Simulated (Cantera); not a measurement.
Charge: 1 mol SiCl4, 0.29 mol Cl2, 34 mol H2, equilibrated at 1.33 mbar.

Cantera equilibrium calculation (NASA polynomials, part measured and part estimated; ideal gas, pure solids and liquids). Candidate condensed phases: Si; 19 gas species. The tables' values for SiCl, SiCl3 are old estimates; treat these amounts as uncertain. Gases not in the tables: Si2H6 and higher silanes. Kinetics and transport are ignored.

### Question
At 1675 K, list the 5 most abundant gas species with their mole fractions, and the condensed phases.

### Answer
H2 0.895, HCl 0.0772, SiCl2 0.0241, H 0.00301, Si 0.000326. Condensed: Si(s).
